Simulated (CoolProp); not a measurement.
A single-stage vapour-compression cycle with R11: evaporating at 247.15 K (dew point), condensing at 293.15 K (bubble point), superheat 10 K, subcooling 0 K, compressor efficiency 0.85, no pressure losses. Each further row changes one setting.

Model: reference Helmholtz-energy equation of state, Jacobsen 1992, in CoolProp.

```tsv
case	cooling COP	pressure ratio	discharge temperature (K)	refrigerating effect (kJ/kg)	volumetric capacity (kJ/m³)
as stated	3.97	7.73	331.6	165	122
evaporating temperature 252.15 K	4.62	5.94	327.3	167	___
condensing temperature 288.15 K	___	6.42	324.5	169	125
subcooling 5 K	4.07	7.73	331.6	169	125
superheat 20 K	___	7.73	___	170	___
compressor efficiency 0.75	3.50	7.73	___	165	122
```

Question: Fill in the missing entries.

Answer: 
- evaporating temperature 252.15 K, volumetric capacity (kJ/m³): 159
- condensing temperature 288.15 K, cooling COP: 4.52
- superheat 20 K, cooling COP: 3.95
- superheat 20 K, discharge temperature (K): 343.2
- superheat 20 K, volumetric capacity (kJ/m³): 121
- compressor efficiency 0.75, discharge temperature (K): 340.7
